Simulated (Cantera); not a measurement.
What does this Cantera script print?

```python
import numpy as np
import cantera as ct

gas = ct.Solution("gri30.yaml")
gas.TPX = 473, 53000, {'CO': 1, 'H2': 0.15, 'CH4': 0.06, 'O2': 1.45, 'N2': 5.44}
inlet = ct.Reservoir(gas, clone=True)
gas.equilibrate("HP")  # start burning
reactor = ct.IdealGasConstPressureReactor(gas, energy="on", clone=False)
exhaust = ct.Reservoir(gas, clone=True)
tau = [0.39, 0.14, 0.048, 0.017, 0.0059, 0.0021, 0.00074, 0.00026, 9.1e-05, 3.2e-05, 1.1e-05, 4e-06][0]
for a, b in ((inlet, reactor), (reactor, exhaust)):
    ct.MassFlowController(a, b, mdot=lambda t: reactor.mass / tau)
net = ct.ReactorNet([reactor])
show = ['CO', 'H2', 'CH4', 'NO2', 'H']

rows = []
print(f"{'tau/s':>10s}{'T/K':>9s}" + "".join(f"{s:>11s}" for s in show))
for tau in [0.39, 0.14, 0.048, 0.017, 0.0059, 0.0021, 0.00074, 0.00026, 9.1e-05, 3.2e-05, 1.1e-05, 4e-06]:
    net.initial_time = 0.0
    net.advance(30 * tau)
    before = gas.X
    net.advance(40 * tau)
    drift = np.max(np.abs(gas.X - before) / (gas.X + 1e-9))
    rows.append([gas.T, *gas[show].X, drift])
    print(f"{tau:10.3e}{gas.T:9.1f}" + "".join(f"{x:11.3e}" for x in gas[show].X))
```

It prints:

```
     tau/s      T/K         CO         H2        CH4        NO2          H
 3.900e-01   1791.7  1.222e-03  7.040e-05  5.447e-07  9.836e-08  3.395e-05
 1.400e-01   1779.0  2.316e-03  1.333e-04  9.992e-07  5.950e-08  9.019e-05
 4.800e-02   1754.9  4.400e-03  2.542e-04  1.886e-06  3.116e-08  2.458e-04
 1.700e-02   1715.0  7.840e-03  4.543e-04  3.594e-06  1.660e-08  6.199e-04
 5.900e-03   1649.3  1.341e-02  7.664e-04  7.474e-06  1.043e-08  1.471e-03
 2.100e-03   1550.0  2.221e-02  1.166e-03  1.789e-05  7.447e-09  3.013e-03
 7.400e-04   1371.4  4.314e-02  1.691e-03  7.269e-05  3.528e-09  4.430e-03
 2.600e-04    473.0  1.235e-01  1.852e-02  7.407e-03 -9.266e-20  1.596e-23
 9.100e-05    473.0  1.235e-01  1.852e-02  7.407e-03 -4.139e-21  6.832e-24
 3.200e-05    473.0  1.235e-01  1.852e-02  7.407e-03 -6.441e-24  2.227e-24
 1.100e-05    473.0  1.235e-01  1.852e-02  7.407e-03 -4.069e-25  7.771e-25
 4.000e-06    473.0  1.235e-01  1.852e-02  7.407e-03 -2.570e-26  2.514e-25
```

Detailed kinetics in Cantera: GRI-Mech 3.0 (53 species, 325 reactions).
